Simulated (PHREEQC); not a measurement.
1 kg of water holding 0.54 mol/kgw NaHCO3, 0.11 mol/kgw NaCl and 0.49 mol/kgw MgCl2 is evaporated at 60 °C; the solids stay in contact with the brine. CO2 is held at log p = -3.4 (atm). The run lets Bischofite, Brucite, Halite, Magnesite, Nahcolite, Natron, Trona, MgCl2_4H2O precipitate or redissolve, and no other solid.

Model: Pitzer model, pitzer.dat, run in PHREEQC.

| water left (kg) | ionic strength | water activity | Halite (mol) | Magnesite (mol) | Mg in solution (mol/kgw) | Na in solution (mol/kgw) |
|---|---|---|---|---|---|---|
| 1.004 | 1.30 | 0.967 | 0 | 0.270 | 0.219 | 0.647 |
| 0.8262 | 1.59 | 0.960 | 0 | 0.270 | 0.266 | 0.787 |
| 0.5595 | 2.34 | 0.938 | 0 | 0.270 | 0.393 | 1.16 |
| 0.4606 | 2.84 | 0.922 | 0 | 0.270 | 0.478 | 1.41 |
| 0.3125 | 4.19 | 0.876 | 0 | 0.270 | 0.704 | 2.08 |
| 0.2576 | 5.08 | 0.842 | 0 | 0.270 | 0.854 | 2.52 |
| 0.2125 | 6.16 | 0.799 | 0 | 0.270 | 1.04 | 3.06 |
| 0.1449 | 8.25 | 0.714 | 0.114 | 0.270 | 1.52 | 3.70 |
| 0.1199 | 8.70 | 0.704 | 0.267 | 0.270 | 1.84 | 3.19 |
| 0.08237 | 10.0 | 0.666 | 0.483 | 0.270 | 2.67 | 2.02 |
| 0.06846 | 11.0 | 0.631 | 0.554 | 0.270 | 3.21 | 1.41 |
| 0.04764 | 14.3 | 0.498 | 0.629 | 0.270 | 4.62 | 0.436 |
| 0.03992 | 16.7 | 0.396 | 0.643 | 0.270 | 5.51 | 0.185 |

Magnesite from the start (pH 7.48); Halite from water left = 0.1449 kg (pH 6.38).

Species that the database lacks are ignored. Constants without temperature data keep their 25 °C values here.
